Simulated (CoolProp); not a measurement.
Vapour-liquid equilibrium of CH2F2 (R32) (1) + fluoroethane (R161) (2) at 122 kPa; x and y are mole fractions of (1).

Values from CoolProp's multi-fluid Helmholtz-energy mixture model, Tillner-Roth 1997 and Wu 2012; pair parameters Bell 2016.

| x | bubble temperature (K) | y at the bubble point | dew temperature at overall composition x (K) | liquid density (mol/L) |
|---|---|---|---|---|
| 0.05 | 238.2 | 0.108 | 239.0 | 17.14 |
| 0.125 | 236.3 | 0.240 | 238.0 | 17.51 |
| 0.2 | 234.7 | 0.348 | 236.9 | 17.90 |
| 0.275 | 233.4 | 0.438 | 235.8 | 18.29 |
| 0.35 | 232.2 | 0.517 | 234.7 | 18.70 |
| 0.425 | 231.1 | 0.587 | 233.6 | 19.12 |
| 0.5 | 230.2 | 0.651 | 232.4 | 19.56 |
| 0.575 | 229.3 | 0.711 | 231.3 | 20.02 |
| 0.65 | 228.5 | 0.767 | 230.2 | 20.51 |
| 0.725 | 227.7 | 0.820 | 229.1 | 21.01 |
| 0.8 | 227.0 | 0.872 | 228.0 | 21.54 |
| 0.875 | 226.3 | 0.921 | 226.9 | 22.11 |
| 0.95 | 225.6 | 0.969 | 225.9 | 22.70 |

No azeotrope shows between x = 0.05 and 0.95.

Pair parameters are fitted to limited data, so mixtures are less certain than the pure fluids.
